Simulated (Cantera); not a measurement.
# Thermodynamics of hydrogen reduction and annealing atmospheres, feed CuO + H₂

A closed system holds: 1 mol CuO, 13 mol H₂, at 0.100 bar.

Method: chemical equilibrium by Gibbs-energy minimisation in Cantera with the NASA 1993 tables (ideal gas, pure condensed phases). Candidate condensed phases: Cu, CuO, Cu(OH)₂, Cu₂O, H₂O; 12 gas species. Equilibrium is a limit: real reactors are often held back by kinetics, nucleation or transport.

```tsv
T (K)	log p H₂	log p H₂O	log p Cu	log p H	log p Cu₂	log p OH	n Cu(s)	n Cu(l)
1275	-1.03	-2.11	-7.06	-6.65	-11.26	-9.66	1.000	0
1350	-1.03	-2.11	-6.31	-6.14	-10.19	-9.01	1.000	0
1425	-1.03	-2.11	-5.66	-5.68	-9.29	-8.42	0	1.000
1500	-1.03	-2.11	-5.08	-5.27	-8.49	-7.90	0	0.999
1575	-1.03	-2.11	-4.56	-4.90	-7.77	-7.42	0	0.996
1650	-1.04	-2.11	-4.09	-4.56	-7.12	-6.98	0	0.989
1725	-1.04	-2.12	-3.66	-4.25	-6.52	-6.59	0	0.971
1800	-1.04	-2.12	-3.27	-3.96	-5.98	-6.22	0	0.929
1875	-1.04	-2.12	-2.91	-3.70	-5.49	-5.89	0	0.835
1950	-1.05	-2.13	-2.57	-3.46	-5.03	-5.59	0	0.640
2025	-1.06	-2.14	-2.27	-3.25	-4.61	-5.31	0	0.246
2100	-1.07	-2.15	-2.15	-3.04	-4.56	-5.04	0	0
```
log p: log10 of the partial pressure in bar; n: condensed amount in mol.

From 1275 K to 1350 K the condensed part is Cu(s). From 1425 K to 2025 K the condensed part is Cu(l). At 2100 K nothing is condensed. The main Cu-bearing gas is Cu throughout.
